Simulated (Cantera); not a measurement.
What does this Cantera script print?

```python
import numpy as np
import cantera as ct

gas = ct.Solution("gri30.yaml")
gas.TPX = 1448, 120000, {'CH4': 1, 'H2O': 2.9, 'H2': 0.13}
reactor = ct.IdealGasConstPressureReactor(gas, energy="off", clone=False)
net = ct.ReactorNet([reactor])
net.rtol, net.atol = 1e-08, 1e-18
show = ['CH4', 'H2O', 'H2', 'H', 'HO2']
times = np.geomspace(2e-05, 50, 13)

steps = ct.SolutionArray(gas, extra=["t"])
rows = []
print(f"{'t/s':>10s}{'T/K':>9s}{'P/Pa':>11s}" + "".join(f"{s:>11s}" for s in show))
for t in times:
    while net.time < t:
        t_next = net.step()
        steps.append(gas.state, t=t_next)
    rows.append([np.interp(t, steps.t, y) for y in (steps.T, steps.P, *steps(*show).X.T)])
    print(f"{t:10.3e}{rows[-1][0]:9.1f}{rows[-1][1]:11.4g}" + "".join(f"{x:11.3e}" for x in rows[-1][2:]))
rate = np.gradient(steps.T, steps.t)
print("integrator steps:", len(steps.t))
if steps.T.max() > steps.T[0] + 200:
    print(f"time of steepest temperature rise: {steps.t[rate.argmax()]:.4e} s")
gas.TPX = 1448, 120000, {'CH4': 1, 'H2O': 2.9, 'H2': 0.13}
gas.equilibrate("TP")
print(f"equilibrium (TP): T = {gas.T:.1f} K  " + "  ".join(f"{s} {gas[s].X[0]:.3e}" for s in show))
```

It prints:

```
       t/s      T/K       P/Pa        CH4        H2O         H2          H        HO2
 2.000e-05   1448.0    1.2e+05  2.481e-01  7.196e-01  3.226e-02  3.981e-08  2.050e-19
 6.826e-05   1448.0    1.2e+05  2.481e-01  7.196e-01  3.226e-02  9.484e-08  7.130e-18
 2.330e-04   1448.0    1.2e+05  2.481e-01  7.196e-01  3.228e-02  2.302e-07  1.437e-16
 7.953e-04   1448.0    1.2e+05  2.480e-01  7.196e-01  3.234e-02  3.268e-07  4.115e-16
 2.714e-03   1448.0    1.2e+05  2.476e-01  7.195e-01  3.257e-02  4.206e-07  7.818e-16
 9.265e-03   1448.0    1.2e+05  2.462e-01  7.192e-01  3.365e-02  5.769e-07  1.612e-15
 3.162e-02   1448.0    1.2e+05  2.408e-01  7.169e-01  3.899e-02  7.189e-07  2.081e-15
 1.079e-01   1448.0    1.2e+05  2.237e-01  7.070e-01  5.896e-02  1.021e-06  2.212e-15
 3.684e-01   1448.0    1.2e+05  1.819e-01  6.807e-01  1.099e-01  1.739e-06  1.812e-15
 1.257e+00   1448.0    1.2e+05  1.156e-01  6.311e-01  1.964e-01  3.009e-06  1.472e-15
 4.292e+00   1448.0    1.2e+05  7.269e-02  5.566e-01  2.862e-01  4.472e-06  1.386e-15
 1.465e+01   1448.0    1.2e+05  6.517e-02  4.646e-01  3.647e-01  5.081e-06  8.492e-16
 5.000e+01   1448.0    1.2e+05  4.625e-02  3.800e-01  4.439e-01  5.599e-06  4.835e-16
integrator steps: 1366
equilibrium (TP): T = 1448.0 K  CH4 9.374e-07  H2O 2.853e-01  H2 5.489e-01  H 6.276e-06  HO2 2.195e-16
```

Cantera simulation using GRI-Mech 3.0 (53 species, 325 reactions); the numbers are that mechanism's predictions, not measurements.
